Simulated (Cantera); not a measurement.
What does this Cantera script print?

```python
import numpy as np
import cantera as ct

gas_names = """
    CL CL2 H HCL H2 N NH NH2 NH3 N2 N2H2 N2H4 Si SiCL SiCL2 SiCL3 SiCL4 SiH SiHCL3 SiH2 SiH2CL2 SiH3
    SiH3CL SiH4 SiN Si2 Si2N Si3
""".split()
cond_names = """
    NH4CL(a) NH4CL(b) Si(cr) Si(L) Si3N4(a)
""".split()


# ... load() reads the species with a 1 bar reference pressure and builds the phases ...
atoms = {
    'SiHCl3': {'Si': 1, 'H': 1, 'CL': 3},
    'Cl2': {'CL': 2},
    'N2': {'N': 2},
}
top_T = {'Si3N4(a)': 2400}  # K; cautious upper limits of use, not melting points


# ... equilibrate(T, P, feed) seeds the gas with the atoms and calls Mixture.equilibrate('TP', solver="vcs", rtol=1e-11, max_steps=5000) ...
results = []
feed = {'SiHCl3': 1, 'Cl2': 0.06, 'N2': 99}  # mol
T = 1698.15  # K
P = 320  # Pa
mix = equilibrate(T, P, feed)
results.append((T, P, feed, dict(zip(mix.species_names, mix.species_moles))))
print(gas.report(threshold=0.001))
for i in range(1, mix.n_phases):
    print(f"{mix.phase(i).name:16s} {mix.phase_moles(i):12.5e} mol")
```

It prints:

```
       temperature   1698.2 K
          pressure   320 Pa
           density   0.00065296 kg/m^3
  mean mol. weight   28.81 kg/kmol
   phase of matter   gas

                          1 kg             1 kmol
                     ---------------   ---------------
          enthalpy        1.4993e+06        4.3195e+07  J
   internal energy        1.0092e+06        2.9075e+07  J
           entropy             10281         2.962e+05  J/K
    Gibbs function       -1.5959e+07       -4.5979e+08  J
 heat capacity c_p            1233.9             35549  J/K
 heat capacity c_v            945.29             27234  J/K

                      mass frac. Y      mole frac. X     chem. pot. / RT
                     ---------------   ---------------   ---------------
                CL         0.0016193          0.001316           -26.123
               HCL          0.011952          0.009445           -42.729
                N2           0.95204           0.97911           -32.168
             SiCL2          0.032889         0.0095726           -62.262
     [  +24 minor]         0.0014944        0.00055822

Si(L)             0.00000e+00 mol
Si3N4(a)          0.00000e+00 mol
```

Method: chemical equilibrium by Gibbs-energy minimisation in Cantera with the NASA 1993 tables (ideal gas, pure condensed phases). The tables' values for SiCl3 are old estimates; treat these amounts as uncertain.
